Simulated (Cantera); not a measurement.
**Gas-phase reforming**

An isothermal, constant-pressure homogeneous reactor starts with CH4 : H2O = 1 : 1.2 (molar parts), at 1548 K and 255 Torr.

Detailed kinetics in Cantera: GRI-Mech 3.0 (53 species, 325 reactions).

```json
[
 {"t (s)": "0.000900", "x CH4": "0.453", "x H2O": "0.545", "x CO": "1.03e-7", "x HO2": "<1e-12", "x C2H4": "7.88e-5"},
 {"t (s)": "0.00156", "x CH4": "0.453", "x H2O": "0.545", "x CO": "5.88e-7", "x HO2": "<1e-12", "x C2H4": "0.000230"},
 {"t (s)": "0.00271", "x CH4": "0.451", "x H2O": "0.545", "x CO": "2.94e-6", "x HO2": "<1e-12", "x C2H4": "0.000652"},
 {"t (s)": "0.00469", "x CH4": "0.446", "x H2O": "0.544", "x CO": "1.26e-5", "x HO2": "<1e-12", "x C2H4": "0.00174"},
 {"t (s)": "0.00814", "x CH4": "0.438", "x H2O": "0.542", "x CO": "4.29e-5", "x HO2": "<1e-12", "x C2H4": "0.00397"},
 {"t (s)": "0.0141", "x CH4": "0.421", "x H2O": "0.537", "x CO": "0.000113", "x HO2": "<1e-12", "x C2H4": "0.00683"},
 {"t (s)": "0.0245", "x CH4": "0.396", "x H2O": "0.527", "x CO": "0.000244", "x HO2": "<1e-12", "x C2H4": "0.00814"},
 {"t (s)": "0.0424", "x CH4": "0.360", "x H2O": "0.513", "x CO": "0.000493", "x HO2": "<1e-12", "x C2H4": "0.00688"},
 {"t (s)": "0.0736", "x CH4": "0.315", "x H2O": "0.494", "x CO": "0.000995", "x HO2": "<1e-12", "x C2H4": "0.00485"},
 {"t (s)": "0.128", "x CH4": "0.262", "x H2O": "0.472", "x CO": "0.00199", "x HO2": "<1e-12", "x C2H4": "0.00351"},
 {"t (s)": "0.221", "x CH4": "0.204", "x H2O": "0.447", "x CO": "0.00386", "x HO2": "<1e-12", "x C2H4": "0.00287"},
 {"t (s)": "0.384", "x CH4": "0.149", "x H2O": "0.419", "x CO": "0.00727", "x HO2": "<1e-12", "x C2H4": "0.00274"},
 {"t (s)": "0.665", "x CH4": "0.102", "x H2O": "0.390", "x CO": "0.0133", "x HO2": "<1e-12", "x C2H4": "0.00290"},
 {"t (s)": "1.15", "x CH4": "0.0688", "x H2O": "0.357", "x CO": "0.0237", "x HO2": "<1e-12", "x C2H4": "0.00307"},
 {"t (s)": "2.00", "x CH4": "0.0503", "x H2O": "0.319", "x CO": "0.0405", "x HO2": "<1e-12", "x C2H4": "0.00307"}
]
```
x: mole fraction; the columns are a selection and need not sum to one.

Equilibrium at this temperature and pressure: CH4 5.79e-7, H2O 0.0427, CO 0.233, HO2 <1e-12, C2H4 1.28e-12 (gas phase only).
